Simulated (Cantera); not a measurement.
Fe₂O₃ + CO + C (carbothermic reduction)

Charge: 1 mol Fe₂O₃, 3.1 mol CO, a varied amount of C, at 6.50 bar.

These are equilibrium values from Cantera (NASA tables, ideal gas, pure condensed phases), not measurements of a reactor. Candidate condensed phases: C, Fe, Fe(CO)₅, FeO, Fe₂O₃, Fe₃O₄; 15 gas species. Each liquid is taken as pure. Iron dissolves carbon and melts from about 1420 K in contact with it, which pure phases cannot show. Mutual solubility and eutectic melting of coexisting phases are not modelled. The tables' stoichiometric FeO is somewhat more stable than real wüstite, so its field is too wide. FeO: taken at fixed stoichiometry. Condensed phases not in the tables: cementite and carbon dissolved in iron. Kinetics and transport are ignored.

Question: Map the stable condensed phases over T = 1277, 1352, 1427, 1502, 1577, 1652, 1727, 1802, 1877, 1952, 2027, 2102, 2177, 2252 °C and n(C) in mol = 0.63, 1.2, 1.8, 2.3, 2.9, 3.4, 4, 4.6, 5.1, 5.7, 6.3, 6.8.

Answer: 
```
T in °C \ n(C) in mol
         0.63  1.2  1.8  2.3  2.9  3.4    4  4.6  5.1  5.7  6.3  6.8
   2252     A    B    B    B    C    D    D    D    D    D    D    D
   2177     A    B    B    B    C    D    D    D    D    D    D    D
   2102     A    B    B    B    C    D    D    D    D    D    D    D
   2027     A    B    B    B    C    D    D    D    D    D    D    D
   1952     A    B    B    B    C    D    D    D    D    D    D    D
   1877     A    B    B    B    C    D    D    D    D    D    D    D
   1802     A    B    B    B    C    D    D    D    D    D    D    D
   1727     A    B    B    B    C    D    D    D    D    D    D    D
   1652     A    B    B    B    C    D    D    D    D    D    D    D
   1577     B    B    B    B    C    D    D    D    D    D    D    D
   1502     B    B    B    B    C    D    D    D    D    D    D    D
   1427     B    B    B    B    C    D    D    D    D    D    D    D
   1352     B    B    B    C    C    D    D    D    D    D    D    D
   1277     B    B    B    C    C    D    D    D    D    D    D    D
```
A: FeO; B: Fe + FeO; C: Fe; D: C + Fe.
